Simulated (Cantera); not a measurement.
A perfectly stirred reactor is fed with 33.8 % H2, 10.5 % O2, 39.5 % N2, 16.2 % H2O, at 0.987 atm; it is adiabatic with a 350 K inlet, and is followed from long to short residence time, starting on the burning branch (τ in s: 0.35, 0.1, 0.031, 0.0092, 0.0028, 0.00082, 0.00024, 7.3e-05, 2.2e-05).

Model: the H2/O2 subset of GRI-Mech 3.0, which has no nitrogen chemistry, integrated in Cantera.

x: mole fraction; the columns are a selection and need not sum to one.

| τ (s) | T (K) | x H2 | x O2 | x H2O | x O | x H2O2 | x H | x HO2 |
|---|---|---|---|---|---|---|---|---|
| 0.35 | 1895 | 0.141 | 2.51e-5 | 0.416 | 2.04e-6 | 4.30e-9 | 0.00125 | 1.40e-8 |
| 0.10 | 1887 | 0.141 | 5.26e-5 | 0.415 | 6.58e-6 | 1.22e-8 | 0.00225 | 4.08e-8 |
| 0.031 | 1875 | 0.140 | … | 0.414 | … | … | … | … |
| 0.0092 | 1852 | 0.139 | 0.000241 | 0.413 | 6.02e-5 | 7.49e-8 | 0.00693 | 2.68e-7 |
| 0.0028 | 1813 | 0.137 | 0.000549 | 0.410 | 0.000170 | 1.72e-7 | 0.0119 | 6.44e-7 |
| 0.00082 | 1746 | 0.135 | 0.00131 | 0.404 | 0.000450 | 3.98e-7 | 0.0202 | 1.58e-6 |
| 0.00024 | 1640 | 0.132 | 0.00315 | 0.396 | 0.00101 | 9.24e-7 | 0.0323 | 4.03e-6 |
| 7.3e-5 | … | 0.134 | … | 0.381 | … | … | … | … |
| 2.2e-5 | 350 | 0.338 | 0.105 | 0.162 | <1e-12 | <1e-12 | <1e-12 | <1e-12 |

Problem. Some entries are withheld; supply them.

Solution. 
- 0.031, x O2: 0.000109
- 0.031, x O: 1.98e-5
- 0.031, x H2O2: 3.06e-8
- 0.031, x H: 0.00392
- 0.031, x HO2: 1.06e-7
- 7.3e-5, T (K): 1492
- 7.3e-5, x O2: 0.00781
- 7.3e-5, x O: 0.00179
- 7.3e-5, x H2O2: 1.89e-6
- 7.3e-5, x H: 0.0454
- 7.3e-5, x HO2: 1.14e-5
